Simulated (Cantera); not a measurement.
Cantera run, input and output.

```python
import numpy as np
import cantera as ct

gas = ct.Solution("h2o2.yaml")
gas.TPX = 1250, 3600, {'H2': 0.14, 'O2': 1}
reactor = ct.IdealGasConstPressureReactor(gas, energy="off", clone=False)
net = ct.ReactorNet([reactor])
net.rtol, net.atol = 1e-08, 1e-18
show = ['H2', 'O2', 'OH', 'O', 'H', 'H2O2', 'HO2']
times = np.geomspace(1e-06, 3, 15)

steps = ct.SolutionArray(gas, extra=["t"])
rows = []
print(f"{'t/s':>10s}{'T/K':>9s}{'P/Pa':>11s}" + "".join(f"{s:>11s}" for s in show))
for t in times:
    while net.time < t:
        t_next = net.step()
        steps.append(gas.state, t=t_next)
    rows.append([np.interp(t, steps.t, y) for y in (steps.T, steps.P, *steps(*show).X.T)])
    print(f"{t:10.3e}{rows[-1][0]:9.1f}{rows[-1][1]:11.4g}" + "".join(f"{x:11.3e}" for x in rows[-1][2:]))
rate = np.gradient(steps.T, steps.t)
print("integrator steps:", len(steps.t))
if steps.T.max() > steps.T[0] + 200:
    print(f"time of steepest temperature rise: {steps.t[rate.argmax()]:.4e} s")
gas.TPX = 1250, 3600, {'H2': 0.14, 'O2': 1}
gas.equilibrate("TP")
print(f"equilibrium (TP): T = {gas.T:.1f} K  " + "  ".join(f"{s} {gas[s].X[0]:.3e}" for s in show))
```

Output:

```
       t/s      T/K       P/Pa         H2         O2         OH          O          H       H2O2        HO2
 1.000e-06   1250.0       3600  1.228e-01  8.772e-01  2.232e-11  2.268e-11  6.402e-10  1.356e-14  6.622e-10
 2.902e-06   1250.0       3600  1.228e-01  8.772e-01  1.720e-10  1.801e-10  1.759e-09  1.140e-13  1.922e-09
 8.420e-06   1250.0       3600  1.228e-01  8.772e-01  1.172e-09  1.324e-09  4.635e-09  9.598e-13  5.581e-09
 2.443e-05   1250.0       3600  1.228e-01  8.772e-01  7.027e-09  9.197e-09  1.394e-08  8.075e-12  1.623e-08
 7.089e-05   1250.0       3600  1.228e-01  8.772e-01  6.833e-08  1.004e-07  1.019e-07  6.797e-11  4.768e-08
 2.057e-04   1250.0       3600  1.228e-01  8.772e-01  1.128e-05  1.687e-05  1.616e-05  7.197e-10  2.857e-07
 5.969e-04   1250.0       3600  7.208e-03  8.019e-01  9.888e-03  5.352e-02  3.257e-02  6.789e-07  1.582e-05
 1.732e-03   1250.0       3600  3.068e-03  8.208e-01  7.103e-03  4.104e-02  1.700e-02  5.387e-07  1.550e-05
 5.026e-03   1250.0       3600  1.198e-03  8.516e-01  4.460e-03  1.505e-02  3.770e-03  5.313e-07  1.296e-05
 1.458e-02   1250.0       3600  2.035e-04  8.659e-01  1.836e-03  2.513e-03  2.546e-04  3.231e-07  6.072e-06
 4.232e-02   1250.0       3600  2.627e-05  8.685e-01  6.673e-04  3.285e-04  1.205e-05  1.267e-07  1.520e-06
 1.228e-01   1250.0       3600  4.178e-06  8.690e-01  2.699e-04  5.340e-05  7.917e-07  4.357e-08  3.286e-07
 3.563e-01   1250.0       3600  8.743e-07  8.691e-01  1.248e-04  1.140e-05  7.812e-08  1.480e-08  8.438e-08
 1.034e+00   1250.0       3600  2.245e-07  8.691e-01  6.366e-05  2.970e-06  1.038e-08  5.096e-09  3.264e-08
 3.000e+00   1250.0       3600  6.851e-08  8.691e-01  3.529e-05  9.134e-07  1.773e-09  1.884e-09  2.607e-08
integrator steps: 1829
equilibrium (TP): T = 1250.0 K  H2 2.568e-08  O2 8.691e-01  OH 2.160e-05  O 3.423e-07  H 4.110e-10  H2O2 8.525e-10  HO2 3.307e-08
```

Computed with Cantera and the H2/O2 subset of GRI-Mech 3.0, which has no nitrogen chemistry. Radical loss at walls, strong at low pressure, is not modelled. The temperature is held fixed by assumption; the heat of reaction is taken as removed at once.
